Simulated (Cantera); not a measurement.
**Adiabatic ignition**

An adiabatic, constant-volume homogeneous reactor starts with 21.8 % CO, 1.16 % H₂, 11.6 % O₂, 54.5 % N₂, 10.9 % H₂O, at 1050 K and 26000 Pa.

Cantera simulation using GRI-Mech 3.0 (53 species, 325 reactions); the numbers are that mechanism's predictions, not measurements.

```csv
t (s),T (K),P (bar),x CO,x H₂,x O₂,x CO₂,x OH
7.00e-6,1050,0.260,0.218,0.0116,0.116,1.51e-10,4.93e-12
2.09e-5,1050,0.260,0.218,0.0116,0.116,4.80e-10,2.68e-11
6.26e-5,1050,0.260,0.218,0.0116,0.116,1.88e-9,1.38e-10
0.000187,1050,0.260,0.218,0.0116,0.116,1.47e-8,1.11e-9
0.000560,1050,0.260,0.218,0.0116,0.116,1.28e-6,9.11e-8
0.00167,1821,0.435,0.0870,0.0144,0.0472,0.139,0.0117
0.00500,2507,0.571,0.0568,0.00599,0.0283,0.180,0.0115
0.0150,2508,0.571,0.0564,0.00594,0.0269,0.181,0.0111
0.0447,2503,0.570,0.0564,0.00596,0.0256,0.181,0.0108
0.134,2502,0.570,0.0564,0.00597,0.0254,0.181,0.0108
0.400,2502,0.570,0.0564,0.00597,0.0254,0.181,0.0108
```
x: mole fraction; the columns are a selection and need not sum to one.

The time of steepest temperature rise is 1.56 ms and the temperature at 0.400 s is 2502 K. The equilibrium temperature comes out as 2502 K. The x(CO) at 0.400 s is 0.0564 (gas-phase equilibrium 0.0564) and the x(H₂) at 0.400 s is 0.00597 (gas-phase equilibrium 0.00597). The x(O₂) at 0.400 s comes out as 0.0254 (gas-phase equilibrium 0.0254).
